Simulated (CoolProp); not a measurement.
Vapour-liquid equilibrium of o-xylene (1) + n-decane (2) at 68.75 °C; x and y are mole fractions of (1).

Model: multi-fluid Helmholtz-energy mixture model, Zhou 2012 and Lemmon 2006; pair parameters Bell 2016, in CoolProp.

```
x     bubble pressure, mixture model (bar)  bubble pressure, Raoult's law (bar)  y, mixture model  y, Raoult's law
----  ------------------------------------  -----------------------------------  ----------------  ---------------
0.05                               0.02669                              0.02667             0.150            0.150
0.15                               0.03240                              0.03229             0.373            0.372
0.25                               0.03813                              0.03791             0.530            0.528
0.35                               0.04384                              0.04352             0.645            0.644
0.45                               0.04950                              0.04914             0.733            0.733
0.55                               0.05511                              0.05476             0.803            0.804
0.65                               0.06067                              0.06037             0.860            0.862
0.75                               0.06621                              0.06599             0.908            0.910
0.85                               0.07173                              0.07161             0.949            0.950
0.95                               0.07726                              0.07723             0.984            0.985
```

The largest gap from Raoult's law is +0.7 % in bubble pressure, at x = 0.45. No azeotrope shows between x = 0.05 and 0.95.

Pair parameters are fitted to limited data, so mixtures are less certain than the pure fluids.
